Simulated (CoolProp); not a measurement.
The numbers come from the reference Helmholtz-energy equation of state, Thol 2014 in CoolProp.

Q: Give the vapour pressure (bar), liquid cp (kJ/(kg K)), vapour Z, surface tension (mN/m) of saturated chloromethane (R40) at 271.4, 285.3, 294.6 K.

A: 
```
T (K)  p (bar)  liquid cp (kJ/(kg K))  vapour Z  surface tension (mN/m)
-----  -------  ---------------------  --------  ----------------------
271.4     2.44                   1.59     0.937                    19.7
285.3     3.90                   1.60     0.915                    17.4
294.6     5.20                   1.62     0.898                    16.0
```

Surface tension comes from a separate correlation (Mulero 2014).
